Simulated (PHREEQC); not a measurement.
A solution holds 0.0014 mol/kgw KOH, 0.00047 mol/kgw SrCl2 and 9.4e-05 mol/kgw MgCl2, at 51 °C. Closed to the air; pH follows from the charge balance.

Equilibrium calculation in PHREEQC: ion-association model, phreeqc.dat.

Precipitation was switched off in this run.

Question: What pH, specific conductance does the model give?

Answer: pH 10.34; specific conductance 822 µS/cm.

Question: In which forms is Mg present?

Answer: Mg+2 63 %, MgOH+ 37 % of the Mg.

Away from 25 °C the constants follow the database's enthalpies or fits; those with neither stay at their 25 °C values.
